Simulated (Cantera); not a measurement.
## Ignition delay

Mixture: CH4 : O2 : N2 = 1 : 1.33 : 5.47 (molar parts), at 1.01 bar, adiabatic and at constant volume. Ignition delay is the time to a rise of 400 K.

Cantera simulation using GRI-Mech 3.0 (53 species, 325 reactions); the numbers are that mechanism's predictions, not measurements.

```csv
T0 (K),delay (ms)
1248,29.6
1348,7.99
1448,2.44
1548,0.853
1648,0.346
1748,0.161
1848,0.0841
1948,0.0480
2048,0.0293
2148,0.0190
```

```
Quantity                                                 Value
--------------------------------------------------  ----------
apparent activation energy between 1948 and 2148 K  160 kJ/mol
```
